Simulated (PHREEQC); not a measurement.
Dissolve 1.9 mmol/kgw NaH2PO4 and 1.3 mmol/kgw K2HPO4 at 60 °C. Closed to the air; pH follows from the charge balance.

Equilibrium calculation in PHREEQC: ion-association model, phreeqc.dat.

No solid was allowed to form.

Task: Estimate the pH, specific conductance, ionic strength.

Result: pH 6.85; specific conductance 850 µS/cm; ionic strength 0.00578 mol/kgw.

Task: In which forms is P present?

Result: H2PO4- 59 %, HPO4-2 40 % of the P.

Species that the database lacks are ignored. Away from 25 °C the constants follow the database's enthalpies or fits; those with neither stay at their 25 °C values.
